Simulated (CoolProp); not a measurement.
Properties of n-hexane at several states.

The numbers come from the reference Helmholtz-energy equation of state, Thol 2019 in CoolProp.

```json
[
 {"T (°C)": "231.05", "p (bar)": "2.26", "phase": "gas", "cp (kJ/(kg K))": "2.576", "speed of sound (m/s)": "219.3", "expansivity (1/kK)": "?", "viscosity (µPa s)": "10.6", "Prandtl number": "0.756", "fugacity coefficient": "0.9735"},
 {"T (°C)": "100.15", "p (bar)": "2.76", "phase": "liquid", "cp (kJ/(kg K))": "?", "speed of sound (m/s)": "746.6", "expansivity (1/kK)": "1.896", "viscosity (µPa s)": "?", "Prandtl number": "?", "fugacity coefficient": "0.8228"},
 {"T (°C)": "3.95", "p (bar)": "8.92", "phase": "liquid", "cp (kJ/(kg K))": "2.188", "speed of sound (m/s)": "1180", "expansivity (1/kK)": "?", "viscosity (µPa s)": "373", "Prandtl number": "6.43", "fugacity coefficient": "0.008692"},
 {"T (°C)": "-71.45", "p (bar)": "139", "phase": "liquid", "cp (kJ/(kg K))": "1.983", "speed of sound (m/s)": "1599", "expansivity (1/kK)": "1.073", "viscosity (µPa s)": "?", "Prandtl number": "15.9", "fugacity coefficient": "4.638e-6"},
 {"T (°C)": "209.75", "p (bar)": "0.711", "phase": "gas", "cp (kJ/(kg K))": "2.480", "speed of sound (m/s)": "218.2", "expansivity (1/kK)": "2.142", "viscosity (µPa s)": "10.1", "Prandtl number": "0.751", "fugacity coefficient": "0.9903"},
 {"T (°C)": "-14.95", "p (bar)": "0.635", "phase": "liquid", "cp (kJ/(kg K))": "?", "speed of sound (m/s)": "1263", "expansivity (1/kK)": "1.255", "viscosity (µPa s)": "460", "Prandtl number": "?", "fugacity coefficient": "0.04043"}
]
```

Q: What belongs in the gaps?

A: 
- 231.05, expansivity (1/kK): 2.180
- 100.15, cp (kJ/(kg K)): 2.635
- 100.15, viscosity (µPa s): 154
- 100.15, Prandtl number: 4.06
- 3.95, expansivity (1/kK): 1.301
- -71.45, viscosity (µPa s): 1280
- -14.95, cp (kJ/(kg K)): 2.124
- -14.95, Prandtl number: 7.34

Viscosity comes from a separate model (Michailidou 2013). Thermal conductivity comes from a separate model (Assael 2013).
